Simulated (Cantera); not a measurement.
## Moist CO burnout

An isothermal, constant-pressure homogeneous reactor starts with 0.678 % CO, 0.923 % O2, 4.24 % H2O, 94.2 % N2, at 850 K and 128 Torr.

Cantera simulation using GRI-Mech 3.0 (53 species, 325 reactions); the numbers are that mechanism's predictions, not measurements.

| t (s) | x CO | x O2 | x H2O | x H2O2 | x N2O | x NO2 |
|---|---|---|---|---|---|---|
| 2.00e-5 | 0.00678 | 0.00923 | 0.0424 | <1e-12 | <1e-12 | <1e-12 |
| 9.46e-5 | 0.00678 | 0.00923 | 0.0424 | <1e-12 | <1e-12 | <1e-12 |
| 0.000447 | 0.00678 | 0.00923 | 0.0424 | <1e-12 | <1e-12 | <1e-12 |
| 0.00211 | 0.00678 | 0.00923 | 0.0424 | <1e-12 | <1e-12 | <1e-12 |
| 0.0100 | 0.00678 | 0.00923 | 0.0424 | <1e-12 | <1e-12 | <1e-12 |
| 0.0473 | 0.00678 | 0.00923 | 0.0424 | <1e-12 | <1e-12 | <1e-12 |
| 0.224 | 0.00678 | 0.00923 | 0.0424 | <1e-12 | <1e-12 | <1e-12 |
| 1.06 | 0.00676 | 0.00922 | 0.0424 | 3.24e-7 | 5.02e-11 | <1e-12 |
| 5.00 | 0.00470 | 0.00824 | 0.0423 | 4.04e-7 | 5.11e-9 | 1.71e-12 |
x: mole fraction; the columns are a selection and need not sum to one.

Equilibrium at this temperature and pressure: CO <1e-12, O2 0.00586, H2O 0.0425, H2O2 <1e-12, N2O 3.70e-11, NO2 1.05e-8 (gas phase only).
